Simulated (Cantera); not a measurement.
Charge: 1 mol Si, 0.87 mol H2, equilibrated at 698.15 K and 1.00 bar.

Cantera equilibrium calculation (NASA polynomials, part measured and part estimated; ideal gas, pure solids and liquids). Candidate condensed phases: Si; 9 gas species. The numbers say what is thermodynamically allowed, not how fast it happens.

Base state: H2 1.00 (mole fractions); condensed: Si(s).

**Question.** What changes in the equilibrium state with this change: 0.0051 mol HCl added?

**Answer.** 
```
species     before     after
----------  ------  --------
H2            1.00     0.998
SiHCl3           0   0.00117
SiCl4            0  0.000462
SiH2Cl2          0  0.000194
HCl              0   7.80e-5
Si(s), mol    1.00     0.998
```
